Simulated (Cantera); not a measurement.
**Adiabatic ignition**

An adiabatic, constant-pressure homogeneous reactor starts with 18.0 % CO, 15.5 % H2, 14.0 % O2, 52.5 % N2, equivalence ratio 1.2, at 1700 K and 0.260 bar.

Detailed kinetics in Cantera: GRI-Mech 3.0 (53 species, 325 reactions).

```tsv
t (s)	T (K)	x CO	x H2	x O2	x NO	x HO2	x H2O	x CO2
2.00e-6	1700	0.180	0.155	0.140	<1e-12	5.68e-7	2.21e-7	2.12e-7
5.64e-6	1700	0.180	0.155	0.140	<1e-12	1.46e-6	3.80e-6	9.90e-7
1.59e-5	1700	0.180	0.155	0.140	5.36e-12	3.56e-6	0.000241	2.33e-5
4.48e-5	1778	0.155	0.0255	0.0587	1.42e-6	5.10e-6	0.0862	0.0256
0.000126	1948	0.116	0.0301	0.0416	1.99e-5	2.91e-6	0.0766	0.0666
0.000356	2170	0.119	0.0305	0.0393	7.85e-5	2.24e-6	0.0873	0.0663
0.00100	2479	0.120	0.0285	0.0352	0.000450	2.27e-6	0.103	0.0706
0.00283	2728	0.116	0.0253	0.0296	0.00340	4.21e-6	0.117	0.0786
0.00797	2748	0.116	0.0252	0.0271	0.00902	4.30e-6	0.118	0.0794
0.0225	2747	0.116	0.0253	0.0267	0.0103	4.24e-6	0.118	0.0793
0.0634	2747	0.116	0.0253	0.0267	0.0103	4.24e-6	0.118	0.0793
0.179	2747	0.116	0.0253	0.0267	0.0103	4.24e-6	0.118	0.0793
0.503	2747	0.116	0.0253	0.0267	0.0103	4.24e-6	0.118	0.0793
1.42	2747	0.116	0.0253	0.0267	0.0103	4.24e-6	0.118	0.0793
4.00	2747	0.116	0.0253	0.0267	0.0103	4.24e-6	0.118	0.0793
```
x: mole fraction; the columns are a selection and need not sum to one.

The time of steepest temperature rise comes out as 34.4 µs and the temperature at 4.00 s is 2747 K. The equilibrium temperature is 2747 K and the x(CO) at 4.00 s is 0.116 (gas-phase equilibrium 0.116). The x(H2) at 4.00 s is 0.0253 (gas-phase equilibrium 0.0253). The x(O2) at 4.00 s comes out as 0.0267 (gas-phase equilibrium 0.0267).
